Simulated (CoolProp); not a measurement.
Vapour-liquid equilibrium of R22 (1) + R115 (2) at 44.75 °C; x and y are mole fractions of (1).

Values from CoolProp's multi-fluid Helmholtz-energy mixture model, Kamei 1995 and Lemmon 2016; pair parameters Bell 2016.

Give the bubble pressure and the first vapour's composition at x = 0.5, 0.65, 0.8. Is there an azeotrope?

x = 0.5: 1.840 MPa, y = 0.510; x = 0.65: 1.837 MPa, y = 0.637; x = 0.8: 1.801 MPa, y = 0.779. y crosses x between x = 0.5 and 0.65: the model has an azeotrope there.

The pair parameters rest on a limited set of measurements; away from them the model extrapolates.
